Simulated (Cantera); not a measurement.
Cantera run:

```python
import numpy as np
import cantera as ct

gas_names = """
    Cu CuO Cu2 H HO2 H2 H2O H2O2 O OH O2 O3
""".split()
cond_names = """
    Cu(cr) Cu(L) CuO(s) CuO2H2(s) Cu2O(s) Cu2O(L) H2O(s) H2O(L)
""".split()


# ... load() reads the species with a 1 bar reference pressure and builds the phases ...
atoms = {
    'CuO': {'Cu': 1, 'O': 1},
    'H2': {'H': 2},
    'H2O': {'H': 2, 'O': 1},
}
top_T = {'CuO(s)': 1390}  # K; cautious upper limits of use, not melting points


# ... equilibrate(T, P, feed) seeds the gas with the atoms and calls Mixture.equilibrate('TP', solver="vcs", rtol=1e-11, max_steps=5000) ...
results = []
feed = {'CuO': 1, 'H2': 76, 'H2O': 0.3}  # mol
T = 923.15  # K
P = 430  # Pa
mix = equilibrate(T, P, feed)
results.append((T, P, feed, dict(zip(mix.species_names, mix.species_moles))))
x = sorted(zip(gas.X, gas.species_names), reverse=True)
print(f"T = {T:g} K  P = {P:g} Pa  gas = {mix.phase_moles(0):.4g} mol")
print("   x: " + "  ".join(f"{s} {v:.3e}" for v, s in x if v > 0.0001))
print("   condensed (mol): " + ("  ".join(f"{mix.phase(i).name} {mix.phase_moles(i):.4g}"
      for i in range(1, mix.n_phases) if mix.phase_moles(i) > 1e-12) or "none"))
```

Result:

```
T = 923.15 K  P = 430 Pa  gas = 76.3 mol
   x: H2 9.830e-01  H2O 1.704e-02
   condensed (mol): Cu(cr) 1
```

Method: chemical equilibrium by Gibbs-energy minimisation in Cantera with the NASA 1993 tables (ideal gas, pure condensed phases).
